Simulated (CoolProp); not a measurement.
Vapour-liquid equilibrium of R22 (1) + R142b (2) at -81.85 °C; x and y are mole fractions of (1).

The numbers come from the multi-fluid Helmholtz-energy mixture model, Kamei 1995 and Lemmon 2006; pair parameters Bell 2016 in CoolProp.

**Question.** Give the bubble pressure and the first vapour's composition at x = 0.05, 0.35, 0.65. Is there an azeotrope?

**Answer.** x = 0.05: 0.001731 MPa, y = 0.257; x = 0.35: 0.003842 MPa, y = 0.768; x = 0.65: 0.006128 MPa, y = 0.924. No azeotrope shows between x = 0.05 and 0.95.

Pair parameters are fitted to limited data, so mixtures are less certain than the pure fluids.
